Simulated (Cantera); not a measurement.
# Catalytic stagnation flow on Pt

A jet of CH₄ : O₂ : N₂ = 0.071 : 0.14 : 0.79 (molar parts) at 300 K and 158 Torr hits a platinum plate 2.5 cm away at a mass flux of 0.15 kg/m²/s; the plate temperature is set and raised in steps from an oxygen-covered start.

Computed with Cantera and Deutschmann's 1995 Pt surface mechanism with GRI-Mech 3.0 gas chemistry. Catalytic surfaces can have several steady states; this one follows from the mechanism file's or the stated starting coverage.

```tsv
plate T (K)	wall x CH₄	wall x O₂	wall x H₂O	wall x OH	wall x CO	wall x CO₂	θ free Pt	θ O*	θ OH*	θ CO*
950	0.0377	0.0685	0.0623	8.81e-8	1.92e-5	0.0411	0.254	0.743	0.00270	3.57e-5
1000	0.0249	0.0414	0.0858	2.45e-7	1.85e-5	0.0570	0.356	0.641	0.00290	2.95e-5
1050	0.0158	0.0223	0.102	5.62e-7	1.77e-5	0.0682	0.474	0.523	0.00279	2.39e-5
1100	0.00380	0.00247	0.123	2.44e-8	0.00999	0.0711	0.970	0.000266	8.56e-5	0.0286
1150	0.00379	0.00252	0.122	5.77e-8	0.00957	0.0716	0.984	0.000307	8.03e-5	0.0151
1200	0.00382	0.00260	0.122	1.31e-7	0.00878	0.0724	0.991	0.000375	7.78e-5	0.00799
```
x: mole fraction at the wall; θ: surface coverage.
